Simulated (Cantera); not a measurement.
A perfectly stirred reactor is fed with H₂ : O₂ = 0.21 : 1 (molar parts), equivalence ratio 0.10, at 4.35 Torr; it is held at 1125 K, and followed from long to short residence time.

Detailed kinetics in Cantera: GRI-Mech 3.0 (53 species, 325 reactions). Radical loss at walls, strong at low pressure, is not modelled. The temperature is held fixed by assumption; the heat of reaction is taken as removed at once.

**Question.** What does this change do: pressure from 4.35 Torr to 20.0 Torr?

**Answer.** 
| quantity | before | after |
|---|---|---|
| x(H₂) at τ = 20.0 s | 0.000193 | 6.54e-5 |
| x(O₂) at τ = 20.0 s | 0.809 | 0.810 |
| x(HO₂) at τ = 20.0 s | 1.53e-6 | 1.70e-6 |
| x(OH) at τ = 20.0 s | 0.000942 | 0.000333 |
| x(H₂O) at τ = 20.0 s | 0.189 | 0.190 |
| x(H₂) at τ = 61.0 ms | 0.00620 | 0.00241 |
| x(O₂) at τ = 61.0 ms | 0.770 | 0.803 |
| x(HO₂) at τ = 61.0 ms | 4.50e-6 | 1.57e-5 |
| x(OH) at τ = 61.0 ms | 0.00567 | 0.00242 |
| x(H₂O) at τ = 61.0 ms | 0.162 | 0.184 |

**Question.** What does this change do: temperature 1125 to 1050 K?

**Answer.** 
| quantity | before | after |
|---|---|---|
| x(H₂) at τ = 20.0 s | 0.000193 | 0.000223 |
| x(O₂) at τ = 20.0 s | 0.809 | 0.809 |
| x(HO₂) at τ = 20.0 s | 1.53e-6 | 2.00e-6 |
| x(OH) at τ = 20.0 s | 0.000942 | 0.000616 |
| x(H₂O) at τ = 20.0 s | 0.189 | 0.189 |
| x(H₂) at τ = 61.0 ms | 0.00620 | 0.00720 |
| x(O₂) at τ = 61.0 ms | 0.770 | 0.779 |
| x(HO₂) at τ = 61.0 ms | 4.50e-6 | 5.58e-6 |
| x(OH) at τ = 61.0 ms | 0.00567 | 0.00415 |
| x(H₂O) at τ = 61.0 ms | 0.162 | 0.164 |
